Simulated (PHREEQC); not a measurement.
A solution holds 0.12 mol Cu(NO3)2, 0.029 mol HCl and 0.026 mol KCl per kg of water, at 25 °C. Closed to the air; pH follows from the charge balance.

Equilibrium calculation in PHREEQC: ion-association model, phreeqc.dat.

This is a speciation only: nothing precipitates in the calculation.

What pH, specific conductance does the model give?

pH 1.65; specific conductance 30900 µS/cm.

In which forms is Cu present?

Cu+2 96 %, CuCl+ 3.5 % of the Cu.
